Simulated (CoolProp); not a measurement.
A simple Rankine cycle with tetrahydrofuran: condensing at 323.15 K, boiler at 0.707 MPa, turbine inlet 419.4 K, turbine efficiency 0.6, pump efficiency 0.6, no recuperator. Each further row changes one setting.

Model: reference Helmholtz-energy equation of state, Fiedler 2023, in CoolProp.

| case | thermal efficiency (%) | net work (kJ/kg) | heat in (kJ/kg) | turbine exit temperature (K) | volume ratio over the turbine |
|---|---|---|---|---|---|
| as stated | 11.1 | … | 543 | 366.7 | 11.7 |
| turbine inlet 439.4 K | 11.1 | 64.2 | … | … | 11.6 |
| condensing temperature 315.15 K | 12.0 | 66.9 | 558 | … | 15.6 |
| boiler pressure 0.495 MPa | 9.8 | 53.6 | 549 | 375.8 | … |
| turbine efficiency 0.5 | … | … | 543 | … | 12.0 |

Question: Complete the blanks.

Answer: 
- as stated, net work (kJ/kg): 60.2
- turbine inlet 439.4 K, heat in (kJ/kg): 577
- turbine inlet 439.4 K, turbine exit temperature (K): 387.9
- condensing temperature 315.15 K, turbine exit temperature (K): 361.4
- boiler pressure 0.495 MPa, volume ratio over the turbine: 8.08
- turbine efficiency 0.5, thermal efficiency (%): 9.2
- turbine efficiency 0.5, net work (kJ/kg): 50.0
- turbine efficiency 0.5, turbine exit temperature (K): 374.2
